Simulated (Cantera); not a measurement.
Cantera run:

```python
import numpy as np
import cantera as ct

gas_names = """
    AL ALC ALN ALO ALO2 AL2 AL2O AL2O2 C CN CO CO2 C2 CCN CNC C2N2 C2O C3 C3O2 C4 C4N2 C5 N NCO NO NO2
    NO3 N2 N2O O O2 O3
""".split()
cond_names = """
    AL(cr) AL(L) ALN(s) AL2O3(a) AL2O3(L) C(gr)
""".split()


# ... load() reads the species with a 1 bar reference pressure and builds the phases ...
atoms = {
    'Al': {'AL': 1},
    'CO': {'C': 1, 'O': 1},
    'N2': {'N': 2},
}
top_T = {'ALN(s)': 2750, 'C(gr)': 4500}  # K; cautious upper limits of use, not melting points


# ... equilibrate(T, P, feed) seeds the gas with the atoms and calls Mixture.equilibrate('TP', solver="vcs", rtol=1e-11, max_steps=5000) ...
results = []
feed = {'Al': 1, 'CO': 0.33, 'N2': 2.9}  # mol
P = 1000  # Pa
for T in [623, 823, 1023, 1223, 1423, 1623, 1823, 2023]:
    mix = equilibrate(T, P, feed)
    results.append((T, P, feed, dict(zip(mix.species_names, mix.species_moles))))

top = {s: max(r[3][s] / sum(r[3][g] for g in gas_names) for r in results) for s in gas_names}
cols = sorted((s for s in top if top[s] > 1e-05), key=lambda s: -top[s])[:5]
seen = [c for c in cond_names if any(r[3].get(c, 0) > 1e-12 for r in results)]
print("log10 of partial pressures in bar; condensed amounts in mol")
print(f"{'T/K':>10s}" + "".join(f"{s[:9]:>10s}" for s in cols + seen))
for T, P, feed, n in results:
    ng = sum(n[g] for g in gas_names)
    print(f"{T:10.4g}" + "".join(f"{np.log10(max(n[s] / ng * P / 1e5, 1e-99)):10.3f}" for s in cols)
          + "".join(f"{n.get(c, 0):10.4g}" for c in seen))
```

Output:

```
log10 of partial pressures in bar; condensed amounts in mol
       T/K        N2        CO        AL      AL2O    ALN(s)  AL2O3(a)     C(gr)
       623    -2.000   -13.945   -40.755   -51.363      0.78      0.11      0.33
       823    -2.000    -9.156   -27.594   -34.400      0.78      0.11      0.33
      1023    -2.000    -6.258   -19.604   -24.124    0.7801      0.11    0.3299
      1223    -2.002    -4.322   -14.246   -17.248     0.788     0.106     0.318
      1423    -2.051    -2.958   -10.385   -12.304    0.9789   0.01057   0.03172
      1623    -2.056    -2.918    -7.502    -9.612         1         0     2e-08
      1823    -2.056    -2.918    -5.262    -7.557    0.9985         0 5.045e-06
      2023    -2.070    -2.941    -3.466    -5.927    0.9008         0 0.0003091
```

Equilibrium computed with Cantera from the NASA thermochemical tables; the gas is ideal and each condensed phase is pure. Mutual solubility and eutectic melting of coexisting phases are not modelled. Condensed phases not in the tables: aluminium oxynitride.
